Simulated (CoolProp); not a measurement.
Model: reference Helmholtz-energy equation of state, Gao 2016, in CoolProp.

Task: For sulfur dioxide, give the phase and the cv (kJ/(kg K)), expansivity (1/kK), fugacity coefficient at 525 K and 46.7 bar; 525 K and 187 bar.

Result: 
- 525 K and 46.7 bar: gas; cv 0.641, expansivity 2.84, fugacity coefficient 0.902
- 525 K and 187 bar: supercritical; cv 0.742, expansivity 8.10, fugacity coefficient 0.655
